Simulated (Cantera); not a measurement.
Input: 1 mol PbO, 1.4 mol C, 5.2 mol H₂, held at 2623 K.

Cantera equilibrium calculation (NASA polynomials, part measured and part estimated; ideal gas, pure solids and liquids). Candidate condensed phases: C, C₆H₆, C₇H₈, C₈H₁₈, H₂O, Pb, PbO, PbO₂, Pb₃O₄; 113 gas species. The numbers say what is thermodynamically allowed, not how fast it happens.

Task: Which condensed phases are stable at each of these points (P (Pa)): 10, 42, 180, 750, 3200, 13000, 56000, 240000, 1000000?

Result: 
| P (Pa) | condensed phases | Pb condensed (%) |
|---|---|---|
| 10 | gas only | 0.0 |
| 42 | C(graphite) | 0.0 |
| 180 | C(graphite) | 0.0 |
| 750 | C(graphite) | 0.0 |
| 3200 | C(graphite) | 0.0 |
| 13000 | C(graphite) | 0.0 |
| 56000 | C(graphite) | 0.0 |
| 240000 | C(graphite) | 0.0 |
| 1000000 | C(graphite) | 0.0 |

At 10.0 Pa nothing is condensed. From 42.0 Pa to 10.0 bar the condensed part is C(graphite).
